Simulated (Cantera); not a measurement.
Input (Python, Cantera) and output of one run.

```python
import numpy as np
import cantera as ct

gas_names = """
    C CO CO2 C2 C2O C3 C3O2 C4 C5 Cu CuO Cu2 O O2 O3
""".split()
cond_names = """
    C(gr) Cu(cr) Cu(L) CuO(s) Cu2O(s) Cu2O(L)
""".split()


def load(file, names, dense=False):
    # The tables refer to 1 bar. Condensed volumes are neglected.
    table = {s.name: s for s in ct.Species.list_from_file(file)}
    out = []
    for n in names:
        d = dict(table[n].input_data)
        d["thermo"] = dict(d["thermo"], **{"reference-pressure": 1e5})
        if dense:
            d["equation-of-state"] = {"model": "constant-volume", "density": "1e6 g/cm^3"}
        out.append(ct.Species.from_dict(d))
    return out


gas = ct.Solution(thermo="ideal-gas", species=load("nasa_gas.yaml", gas_names))
cond = {s.name: ct.Solution(thermo="fixed-stoichiometry", species=[s], name=s.name)
        for s in load("nasa_condensed.yaml", cond_names, dense=True)}
atoms = {
    'Cu': {'Cu': 1},
    'O2': {'O': 2},
    'CO': {'C': 1, 'O': 1},
}
top_T = {'C(gr)': 4500, 'CuO(s)': 1390}  # K; cautious upper limits of use, not melting points


def equilibrate(T, P, feed):
    n = {}
    for name, mol in feed.items():
        for a, k in atoms[name].items():
            n[a] = n.get(a, 0.0) + k * mol
    gas.TPX = T, P, n
    mass = sum(n.values()) * gas.mean_molecular_weight
    gas.equilibrate("TP")
    valid = [c for c in cond.values() if c.min_temp <= T <= top_T.get(c.name, c.max_temp)]
    mix = ct.Mixture([(gas, mass / gas.mean_molecular_weight)] + [(c, 0.0) for c in valid])
    mix.T, mix.P = T, P
    mix.equilibrate("TP", solver="vcs", rtol=1e-11, max_steps=5000)
    return mix


results = []
T = 1800  # K
P = 133.322  # Pa
for m in [7.4, 9.5, 12, 16, 20, 26, 33, 42, 54, 69, 89]:
    feed = {'Cu': 1, 'O2': 0.0083, 'CO': m}  # mol
    mix = equilibrate(T, P, feed)
    results.append((T, P, feed, dict(zip(mix.species_names, mix.species_moles))))

top = {s: max(r[3][s] / sum(r[3][g] for g in gas_names) for r in results) for s in gas_names}
cols = sorted((s for s in top if top[s] > 1e-06), key=lambda s: -top[s])[:5]
seen = [c for c in cond_names if any(r[3].get(c, 0) > 1e-12 for r in results)]
print("log10 of partial pressures in bar; condensed amounts in mol")
print(f"{'n(CO)':>10s}" + "".join(f"{s[:9]:>10s}" for s in cols + seen))
for T, P, feed, n in results:
    ng = sum(n[g] for g in gas_names)
    print(f"{feed['CO']:10.4g}" + "".join(f"{np.log10(max(n[s] / ng * P / 1e5, 1e-99)):10.3f}" for s in cols)
          + "".join(f"{n.get(c, 0):10.4g}" for c in seen))
```

It prints:

```
log10 of partial pressures in bar; condensed amounts in mol
     n(CO)        CO        Cu       CO2       Cu2
       7.4    -2.931    -3.800    -5.579    -7.051
       9.5    -2.919    -3.897    -5.676    -7.244
        12    -2.910    -3.989    -5.769    -7.430
        16    -2.902    -4.106    -5.885    -7.662
        20    -2.897    -4.198    -5.977    -7.846
        26    -2.892    -4.307    -6.086    -8.064
        33    -2.888    -4.407    -6.186    -8.264
        42    -2.885    -4.509    -6.288    -8.468
        54    -2.883    -4.616    -6.395    -8.682
        69    -2.881    -4.720    -6.500    -8.891
        89    -2.880    -4.829    -6.609    -9.110
```

Equilibrium computed with Cantera from the NASA thermochemical tables; the gas is ideal and each condensed phase is pure.
